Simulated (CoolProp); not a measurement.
The numbers come from the reference Helmholtz-energy equation of state, Gao 2022 in CoolProp.

Problem. For n-perfluoropentane, give the phase and the density (kg/m³), cp (kJ/(kg K)), cv (kJ/(kg K)), speed of sound (m/s) at 267.2 K and 48.6 bar; 361.7 K and 48.6 bar.

Solution. 
- 267.2 K and 48.6 bar: liquid; density 1720, cp 0.980, cv 0.781, speed of sound 585
- 361.7 K and 48.6 bar: liquid; density 1420, cp 1.14, cv 0.908, speed of sound 336
